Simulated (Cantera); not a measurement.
What does this Cantera script print?

```python
import numpy as np
import cantera as ct

gas_names = [...]  # 113 gases of nasa_gas.yaml made of C, H, O, Pb
cond_names = """
    C(gr) C6H6(L) C7H8(L) C8H18(L),n-octa H2O(s) H2O(L) Pb(cr) Pb(L) PbO(rd) PbO(yw) PbO(L) PbO2(s)
    Pb3O4(s)
""".split()


# ... load() reads the species with a 1 bar reference pressure and builds the phases ...
atoms = {
    'Pb': {'Pb': 1},
    'CO2': {'C': 1, 'O': 2},
    'H2': {'H': 2},
}
top_T = {'C(gr)': 4500, 'Pb3O4(s)': 820}  # K; cautious upper limits of use, not melting points


# ... equilibrate(T, P, feed) seeds the gas with the atoms and calls Mixture.equilibrate('TP', solver="vcs", rtol=1e-11, max_steps=5000) ...
results = []
feed = {'Pb': 1, 'CO2': 5.5, 'H2': 2.8}  # mol
T = 1150  # K
P = 100000  # Pa
mix = equilibrate(T, P, feed)
results.append((T, P, feed, dict(zip(mix.species_names, mix.species_moles))))
x = sorted(zip(gas.X, gas.species_names), reverse=True)
print(f"T = {T:g} K  P = {P:g} Pa  gas = {mix.phase_moles(0):.4g} mol")
print("   x: " + "  ".join(f"{s} {v:.3e}" for v, s in x if v > 0.0001))
print("   condensed (mol): " + ("  ".join(f"{mix.phase(i).name} {mix.phase_moles(i):.4g}"
      for i in range(1, mix.n_phases) if mix.phase_moles(i) > 1e-12) or "none"))
```

Result:

```
T = 1150 K  P = 100000 Pa  gas = 8.302 mol
   x: CO2 4.304e-01  H2O 2.320e-01  CO 2.320e-01  H2 1.052e-01  Pb 2.897e-04
   condensed (mol): Pb(L) 0.9976
```

These are equilibrium values from Cantera (NASA tables, ideal gas, pure condensed phases), not measurements of a reactor.
